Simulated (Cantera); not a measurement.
Feed: 1 mol trisilylamine, 2 mol NH3, 14 mol H2, held at 1650 °C and 0.570 bar.

Cantera equilibrium calculation (NASA polynomials, part measured and part estimated; ideal gas, pure solids and liquids). Candidate condensed phases: Si, Si3N4; 18 gas species. The feed counts by its element totals alone. Gases not in the tables: Si2H6 and higher silanes. Rates play no part.

Base state: H2 0.934, N2 0.0652, H 0.00121, SiH2 6.29e-5, Si 2.98e-5, SiH 1.78e-5 (mole fractions); condensed: Si(l).

**Question.** What changes in the equilibrium state with this change: pressure from 0.570 bar to 1.00 bar?

**Answer.** 
```csv
species,before,after
H2,0.934,0.941
N2,0.0652,0.0575
H,0.00121,0.000915
SiH2,6.29e-5,6.34e-5
Si,2.98e-5,1.70e-5
SiH,1.78e-5,1.35e-5
"Si(l), mol",3.00,2.72
"Si3N4(s), mol",0,0.0936
```
Mutual solubility and eutectic melting of coexisting phases are not modelled.

**Question.** What changes in the equilibrium state with this change: temperature from 1650 °C to 1275 °C?

**Answer.** 
```json
[
 {"species": "H2", "before": "0.934", "after": "1.000"},
 {"species": "N2", "before": "0.0652", "after": "0.000208"},
 {"species": "H", "before": "0.00121", "after": "4.08e-5"},
 {"species": "SiH2", "before": "6.29e-5", "after": "2.73e-6"},
 {"species": "Si", "before": "2.98e-5", "after": "5.57e-8"},
 {"species": "SiH", "before": "1.78e-5", "after": "1.11e-7"},
 {"species": "Si(l), mol", "before": "3.00", "after": "0"},
 {"species": "Si(s), mol", "before": "0", "after": "0.757"},
 {"species": "Si3N4(s), mol", "before": "0", "after": "0.748"}
]
```
Mutual solubility and eutectic melting of coexisting phases are not modelled.

**Question.** What changes in the equilibrium state with this change: 0.26 mol O2 added?

**Answer.** 
```
species          before    after
--------------  -------  -------
H2                0.934    0.941
N2               0.0652   0.0501
SiO                   0  0.00711
SiH2            6.29e-5  6.34e-5
SiH             1.78e-5  1.79e-5
H               0.00121  0.00121
Si              2.98e-5  2.98e-5
Si(l), mol         3.00     2.12
Si2N2O(s), mol        0    0.358
```
Mutual solubility and eutectic melting of coexisting phases are not modelled. Further candidate phases: H2O, SiO2, Si2N2O.
